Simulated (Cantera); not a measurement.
Gas mixture: CO2 : NO = 0.069 : 0.78 (molar parts), at 0.118 atm, frozen composition.

Cantera's kinetic-theory transport with the Lennard-Jones parameters of GRI-Mech 3.0, ideal gas; thermal conductivity in the multicomponent form. The composition is frozen, though it would react at the higher temperatures.

One state of this run: ρ (kg/m³) = 0.0692; cp (J/kg/K) = 1060; μ (µPa s) = 32.1; λ (mW/m/K) = 47.9; Pr = 0.710; D (cm²/s) NH3 = 7.55; D (cm²/s) N2 = 6.41; D (cm²/s) CH3 = 7.09. D: mixture-averaged diffusion coefficient of that species in the mixture.

Question: Which value of T (K) does it belong to?
(A) 1150
(B) 400
(C) 1400
(D) 650

Answer: D, 650
